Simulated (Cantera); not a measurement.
A freely propagating, adiabatic, planar premixed flame of CH4 : CO : O2 : N2 = 1 : 0.52 : 3.18 : 11.8 (molar parts), unburnt at 575 K and 1.00 atm; mixture-averaged transport, grid criteria slope 0.08 and curve 0.16, no radiation.

Computed with Cantera and GRI-Mech 3.0 (53 species, 325 reactions). Burning velocities carry a grid error of a few per cent, more on coarse grids.

x: mole fraction of selected species; z is measured from the peak of heat release.

| z (mm) | T (K) | u (m/s) | x CH4 | x CO | x O2 | x NO2 | x CH2 | x CH2CO |
|---|---|---|---|---|---|---|---|---|
| -1.19 | 575 | 0.940 | 0.0606 | 0.0315 | 0.193 | <1e-8 | <1e-8 | <1e-8 |
| -0.793 | 576 | 0.943 | 0.0604 | 0.0315 | 0.192 | <1e-8 | <1e-8 | <1e-8 |
| -0.594 | 582 | 0.953 | 0.0601 | 0.0315 | 0.192 | <1e-8 | <1e-8 | ? |
| -0.396 | 617 | 1.01 | 0.0580 | 0.0319 | 0.189 | 1.36e-8 | <1e-8 | 2.58e-7 |
| -0.198 | 881 | 1.46 | 0.0440 | 0.0364 | 0.169 | 2.43e-8 | 9.91e-8 | 5.96e-6 |
| -0.0991 | 1214 | 2.02 | 0.0255 | 0.0437 | 0.140 | <1e-8 | 3.08e-6 | 2.43e-5 |
| 0 | 1559 | 2.60 | 0.00637 | 0.0494 | 0.102 | <1e-8 | 1.67e-5 | 3.31e-5 |
| 0.0991 | 1711 | 2.84 | 0.000481 | 0.0415 | 0.0792 | <1e-8 | 3.44e-6 | 5.33e-6 |
| 0.198 | 1772 | 2.93 | 2.05e-5 | 0.0308 | 0.0708 | <1e-8 | 1.90e-7 | 2.61e-7 |
| 0.396 | 1849 | 3.03 | ? | ? | 0.0648 | <1e-8 | <1e-8 | <1e-8 |
| 0.793 | 1936 | 3.16 | <1e-8 | 0.0118 | 0.0611 | <1e-8 | <1e-8 | <1e-8 |
| 1.59 | 2014 | 3.27 | <1e-8 | 0.00746 | 0.0589 | <1e-8 | <1e-8 | <1e-8 |
| 3.17 | 2068 | 3.34 | <1e-8 | 0.00411 | 0.0576 | 1.62e-8 | <1e-8 | <1e-8 |

Question: Some entries are withheld; supply them.

Answer: 
- -0.594, x CH2CO: 1.93e-8
- 0.396, x CH4: 3.74e-8
- 0.396, x CO: 0.0191
